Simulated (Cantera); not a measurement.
# SiCl4 + C3H8 + H2 (silicon carbide growth)

Input: 1 mol SiCl4, 0.013 mol C3H8, 6.1 mol H2, at 133 Pa.

These are equilibrium values from Cantera (NASA tables, ideal gas, pure condensed phases), not measurements of a reactor. Candidate condensed phases: C, C6H6, C7H8, C8H18, Si, SiC; 109 gas species. The tables' values for SiCl, SiCl3 are old estimates; treat these amounts as uncertain. Gases not in the tables: Si2H6 and higher silanes. The numbers say what is thermodynamically allowed, not how fast it happens.

| T (K) | x H2 | x H | x HCl | x Cl | x SiCl2 | x Si | n SiC(s) |
|---|---|---|---|---|---|---|---|
| 1948 | 0.596 | 0.0239 | 0.257 | 0.00773 | 0.105 | 0.00645 | 0.0377 |
| 1998 | 0.580 | 0.0335 | 0.262 | 0.0112 | 0.0977 | 0.0110 | 0.0361 |
| 2048 | 0.559 | 0.0459 | 0.267 | 0.0162 | 0.0880 | 0.0173 | 0.0329 |
| 2098 | 0.533 | 0.0615 | 0.272 | 0.0231 | 0.0764 | 0.0251 | 0.0262 |
| 2148 | 0.503 | 0.0809 | 0.276 | 0.0325 | 0.0635 | 0.0340 | 0.0111 |
| 2198 | 0.470 | 0.105 | 0.276 | 0.0447 | 0.0503 | 0.0436 | 0 |
| 2248 | 0.435 | 0.133 | 0.271 | 0.0598 | 0.0377 | 0.0529 | 0 |
| 2298 | 0.399 | 0.166 | 0.260 | 0.0776 | 0.0264 | 0.0611 | 0 |
| 2348 | 0.363 | 0.204 | 0.242 | 0.0974 | 0.0172 | 0.0674 | 0 |
| 2398 | 0.326 | 0.246 | 0.219 | 0.118 | 0.0105 | 0.0714 | 0 |
| 2448 | 0.290 | 0.294 | 0.192 | 0.138 | 0.00598 | 0.0733 | 0 |
x: gas mole fraction; n: condensed amount in mol.

From 1948 K to 2148 K the condensed part is SiC(s). From 2198 K to 2448 K nothing is condensed. The main Si-bearing gas is SiCl2 at 1948 K and Si at 2448 K.
